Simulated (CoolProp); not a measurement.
Nitrous oxide along the isotherm 202 K: density (kg/m³) from the reference equation and from simpler models built on Tc = 309.5 K, pc = 72.45 bar, ω = 0.161; each cubic takes its own stable root.

Values from CoolProp's reference Helmholtz-energy equation of state, Lemmon 2006. It is a short technical equation, of lower accuracy than the large ones.

```json
[
 {"p (bar)": "1.15", "phase": "gas", "reference": "3.080", "van der Waals": "3.053", "Redlich-Kwong": "3.069", "Soave-Redlich-Kwong": "3.072", "Peng-Robinson": "3.074"},
 {"p (bar)": "1.68", "phase": "gas", "reference": "(withheld)", "van der Waals": "4.487", "Redlich-Kwong": "4.522", "Soave-Redlich-Kwong": "4.529", "Peng-Robinson": "4.534"},
 {"p (bar)": "2.47", "phase": "gas", "reference": "6.804", "van der Waals": "6.659", "Redlich-Kwong": "6.736", "Soave-Redlich-Kwong": "6.753", "Peng-Robinson": "6.765"},
 {"p (bar)": "3.62", "phase": "liquid", "reference": "1178", "van der Waals": "9.898", "Redlich-Kwong": "1075", "Soave-Redlich-Kwong": "1095", "Peng-Robinson": "1239"},
 {"p (bar)": "5.32", "phase": "liquid", "reference": "1179", "van der Waals": "14.87", "Redlich-Kwong": "1075", "Soave-Redlich-Kwong": "1096", "Peng-Robinson": "1239"},
 {"p (bar)": "7.8", "phase": "liquid", "reference": "1179", "van der Waals": "(withheld)", "Redlich-Kwong": "1076", "Soave-Redlich-Kwong": "1096", "Peng-Robinson": "1240"},
 {"p (bar)": "11.5", "phase": "liquid", "reference": "1180", "van der Waals": "735.7", "Redlich-Kwong": "1077", "Soave-Redlich-Kwong": "1097", "Peng-Robinson": "1240"},
 {"p (bar)": "16.8", "phase": "liquid", "reference": "1181", "van der Waals": "(withheld)", "Redlich-Kwong": "1078", "Soave-Redlich-Kwong": "1098", "Peng-Robinson": "1241"},
 {"p (bar)": "24.7", "phase": "liquid", "reference": "1182", "van der Waals": "740.3", "Redlich-Kwong": "1080", "Soave-Redlich-Kwong": "1100", "Peng-Robinson": "1243"},
 {"p (bar)": "36.2", "phase": "liquid", "reference": "1184", "van der Waals": "744.0", "Redlich-Kwong": "1083", "Soave-Redlich-Kwong": "1102", "Peng-Robinson": "(withheld)"},
 {"p (bar)": "53.2", "phase": "liquid", "reference": "1187", "van der Waals": "749.1", "Redlich-Kwong": "(withheld)", "Soave-Redlich-Kwong": "1106", "Peng-Robinson": "1249"},
 {"p (bar)": "78", "phase": "liquid", "reference": "1191", "van der Waals": "756.1", "Redlich-Kwong": "1093", "Soave-Redlich-Kwong": "1111", "Peng-Robinson": "1254"},
 {"p (bar)": "115", "phase": "liquid", "reference": "1197", "van der Waals": "765.2", "Redlich-Kwong": "1101", "Soave-Redlich-Kwong": "1118", "Peng-Robinson": "1261"},
 {"p (bar)": "168", "phase": "liquid", "reference": "1205", "van der Waals": "776.6", "Redlich-Kwong": "1111", "Soave-Redlich-Kwong": "1127", "Peng-Robinson": "1270"},
 {"p (bar)": "247", "phase": "liquid", "reference": "1216", "van der Waals": "790.7", "Redlich-Kwong": "1126", "Soave-Redlich-Kwong": "1140", "Peng-Robinson": "1282"}
]
```

Task: Some entries are withheld; supply them.

Result: 
- 1.68, reference: 4.549
- 7.8, van der Waals: 22.57
- 16.8, van der Waals: 737.6
- 36.2, Peng-Robinson: 1245
- 53.2, Redlich-Kwong: 1087

At some of these states van der Waals gives the other phase, because its saturation line lies elsewhere.
